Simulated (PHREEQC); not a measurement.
Solution A (0.0079 mol/kgw NaOH, 8.4e-05 mol/kgw H4SiO4 and 0.0062 mol/kgw K3PO4) is mixed with solution B (150 mmol/kgw HF and 0.12 mmol/kgw NH4F) at 4.2 °C; shares are by mass of water, 1 kg in all. Oxygen alone is held at its pressure in air (log pO2 = -0.68). The system is closed to CO2. Only these solids could form: Quartz.

All values are PHREEQC results (ion-association model, phreeqc.dat), not measurements.

Problem. Predict pH at share of solution B = 0.35, 0.6, 0.9.

Solution. 
| share of solution B | pH |
|---|---|
| 0.35 | 2.61 |
| 0.6 | 2.22 |
| 0.9 | 1.95 |

Species that the database lacks are ignored. At this temperature some constants are extrapolated from 25 °C, and those without enthalpy data are left unchanged. SiF6-2 is the database's only silicon fluoride.
